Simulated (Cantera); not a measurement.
Input: 1 mol B, 1.9 mol O2, 2.6 mol N2, at 1148 K and 0.133 bar.

Equilibrium computed with Cantera from the NASA thermochemical tables; the gas is ideal and each condensed phase is pure. Candidate condensed phases: B, BN, B2O3; 17 gas species. Kinetics and transport are ignored.

What is the equilibrium state?


- x(N2): 0.693
- x(O2): 0.307
- x(NO): 0.000146
- x(NO2): 1.42e-6
- n(B2O3(l)): 0.500 mol
- gas amount: 3.750 mol
- log10 activity of B(s) (absent): -21.40
